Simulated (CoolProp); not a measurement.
Computed with CoolProp (reference Helmholtz-energy equation of state, Smukala 2000).

Problem. For ethylene, give the phase and the density (kg/m³), cp (kJ/(kg K)), cv (kJ/(kg K)), fugacity coefficient at 243.7 K and 3150 kPa; 243.7 K and 12600 kPa; 243.7 K and 41000 kPa.

Solution. 
- 243.7 K and 3150 kPa: liquid; density 443, cp 3.03, cv 1.35, fugacity coefficient 0.515
- 243.7 K and 12600 kPa: liquid; density 473, cp 2.61, cv 1.34, fugacity coefficient 0.171
- 243.7 K and 41000 kPa: liquid; density 519, cp 2.31, cv 1.38, fugacity coefficient 0.116
